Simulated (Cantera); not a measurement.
Input (Python, Cantera):

```python
import numpy as np
import cantera as ct

gas = ct.Solution("gri30.yaml")
gas.TPX = 375, 1000000, {'CO': 1, 'H2': 0.47, 'O2': 1.47, 'N2': 5.53, 'CO2': 0.72}
inlet = ct.Reservoir(gas, clone=True)
gas.equilibrate("HP")  # start burning
reactor = ct.IdealGasConstPressureReactor(gas, energy="on", clone=False)
exhaust = ct.Reservoir(gas, clone=True)
tau = [0.063, 0.03, 0.014, 0.0067, 0.0032, 0.0015, 0.00072, 0.00034, 0.00016, 7.7e-05, 3.7e-05, 1.7e-05, 8.3e-06][0]
for a, b in ((inlet, reactor), (reactor, exhaust)):
    ct.MassFlowController(a, b, mdot=lambda t: reactor.mass / tau)
net = ct.ReactorNet([reactor])
show = ['CO', 'H2', 'O2', 'O', 'HO2', 'OH']

rows = []
print(f"{'tau/s':>10s}{'T/K':>9s}" + "".join(f"{s:>11s}" for s in show))
for tau in [0.063, 0.03, 0.014, 0.0067, 0.0032, 0.0015, 0.00072, 0.00034, 0.00016, 7.7e-05, 3.7e-05, 1.7e-05, 8.3e-06]:
    net.initial_time = 0.0
    net.advance(30 * tau)
    before = gas.X
    net.advance(40 * tau)
    drift = np.max(np.abs(gas.X - before) / (gas.X + 1e-9))
    rows.append([gas.T, *gas[show].X, drift])
    print(f"{tau:10.3e}{gas.T:9.1f}" + "".join(f"{x:11.3e}" for x in gas[show].X))
```

Result:

```
     tau/s      T/K         CO         H2         O2          O        HO2         OH
 6.300e-02   1632.3  3.993e-04  1.840e-05  8.706e-02  1.489e-05  2.337e-06  1.944e-04
 3.000e-02   1630.1  6.750e-04  3.072e-05  8.717e-02  2.344e-05  3.830e-06  2.377e-04
 1.400e-02   1626.3  1.159e-03  5.216e-05  8.737e-02  3.783e-05  6.423e-06  2.915e-04
 6.700e-03   1620.2  1.964e-03  8.753e-05  8.773e-02  6.041e-05  1.064e-05  3.517e-04
 3.200e-03   1609.6  3.370e-03  1.489e-04  8.836e-02  9.627e-05  1.776e-05  4.161e-04
 1.500e-03   1589.9  6.016e-03  2.648e-04  8.956e-02  1.522e-04  3.048e-05  4.723e-04
 7.200e-04   1550.3  1.140e-02  5.094e-04  9.208e-02  2.220e-04  5.433e-05  4.726e-04
 3.400e-04    375.0  1.088e-01  5.114e-02  1.600e-01  7.061e-26  2.753e-19  4.668e-29
 1.600e-04    375.0  1.088e-01  5.114e-02  1.600e-01  6.302e-26  9.669e-23  3.244e-29
 7.700e-05    375.0  1.088e-01  5.114e-02  1.600e-01  5.196e-26  6.117e-24  2.667e-29
 3.700e-05    375.0  1.088e-01  5.114e-02  1.600e-01  3.811e-26  3.898e-25  1.945e-29
 1.700e-05    375.0  1.088e-01  5.114e-02  1.600e-01  2.394e-26  2.560e-26  1.208e-29
 8.300e-06    375.0  1.088e-01  5.114e-02  1.600e-01  1.393e-26  1.895e-27  6.870e-30
```

Model: GRI-Mech 3.0 (53 species, 325 reactions), integrated in Cantera. The hydrogen kinetics of GRI-Mech 3.0 are dated; newer H2 mechanisms differ, most at raised pressure.
